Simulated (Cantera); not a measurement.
**Equilibrium for roasting and sulfation: Fe2O3 + SO2 + H2O**

Charge: 1 mol Fe2O3, 1.6 mol SO2, 0.038 mol H2O, at 0.100 bar.

Cantera equilibrium calculation (NASA polynomials, part measured and part estimated; ideal gas, pure solids and liquids). Candidate condensed phases: Fe, FeO, Fe(OH)2, Fe(OH)3, FeS, FeSO4, FeS2, Fe2O3, Fe2(SO4)3, Fe3O4, H2O, H2SO4, S; 22 gas species. Mutual solubility and eutectic melting of coexisting phases are not modelled. The numbers say what is thermodynamically allowed, not how fast it happens.

From 1027 °C to 1227 °C the condensed part is Fe2O3(s) + Fe3O4(s). From 1277 °C to 1527 °C the condensed part is Fe3O4(s).

```json
[
 {"T (°C)": "1027", "log p SO2": "-1.01", "log p O2": "-4.78", "log p H2O": "-2.63", "log p SO3": "-4.31", "log p OH": "-6.82", "log p SO": "-6.69", "log p O": "-9.14", "n Fe2O3(s)": "0.996", "n Fe3O4(s)": "0.00267"},
 {"T (°C)": "1077", "log p SO2": "-1.01", "log p O2": "-4.08", "log p H2O": "-2.63", "log p SO3": "-4.11", "log p OH": "-6.41", "log p SO": "-6.59", "log p O": "-8.42", "n Fe2O3(s)": "0.988", "n Fe3O4(s)": "0.00795"},
 {"T (°C)": "1127", "log p SO2": "-1.01", "log p O2": "-3.44", "log p H2O": "-2.64", "log p SO3": "-3.92", "log p OH": "-6.02", "log p SO": "-6.50", "log p O": "-7.74", "n Fe2O3(s)": "0.958", "n Fe3O4(s)": "0.0280"},
 {"T (°C)": "1177", "log p SO2": "-1.02", "log p O2": "-2.84", "log p H2O": "-2.64", "log p SO3": "-3.75", "log p OH": "-5.66", "log p SO": "-6.42", "log p O": "-7.12", "n Fe2O3(s)": "0.845", "n Fe3O4(s)": "0.103"},
 {"T (°C)": "1227", "log p SO2": "-1.04", "log p O2": "-2.28", "log p H2O": "-2.66", "log p SO3": "-3.60", "log p OH": "-5.34", "log p SO": "-6.35", "log p O": "-6.53", "n Fe2O3(s)": "0.436", "n Fe3O4(s)": "0.376"},
 {"T (°C)": "1277", "log p SO2": "-1.05", "log p O2": "-2.04", "log p H2O": "-2.68", "log p SO3": "-3.61", "log p OH": "-5.10", "log p SO": "-6.15", "log p O": "-6.13", "n Fe2O3(s)": "0", "n Fe3O4(s)": "0.667"},
 {"T (°C)": "1327", "log p SO2": "-1.05", "log p O2": "-2.04", "log p H2O": "-2.68", "log p SO3": "-3.71", "log p OH": "-4.93", "log p SO": "-5.83", "log p O": "-5.86", "n Fe2O3(s)": "0", "n Fe3O4(s)": "0.667"},
 {"T (°C)": "1377", "log p SO2": "-1.05", "log p O2": "-2.04", "log p H2O": "-2.68", "log p SO3": "-3.80", "log p OH": "-4.77", "log p SO": "-5.53", "log p O": "-5.61", "n Fe2O3(s)": "0", "n Fe3O4(s)": "0.667"},
 {"T (°C)": "1427", "log p SO2": "-1.05", "log p O2": "-2.04", "log p H2O": "-2.68", "log p SO3": "-3.89", "log p OH": "-4.62", "log p SO": "-5.25", "log p O": "-5.37", "n Fe2O3(s)": "0", "n Fe3O4(s)": "0.667"},
 {"T (°C)": "1477", "log p SO2": "-1.05", "log p O2": "-2.04", "log p H2O": "-2.68", "log p SO3": "-3.97", "log p OH": "-4.48", "log p SO": "-4.99", "log p O": "-5.14", "n Fe2O3(s)": "0", "n Fe3O4(s)": "0.667"},
 {"T (°C)": "1527", "log p SO2": "-1.05", "log p O2": "-2.04", "log p H2O": "-2.68", "log p SO3": "-4.05", "log p OH": "-4.34", "log p SO": "-4.74", "log p O": "-4.93", "n Fe2O3(s)": "0", "n Fe3O4(s)": "0.667"}
]
```
log p: log10 of the partial pressure in bar; n: condensed amount in mol.
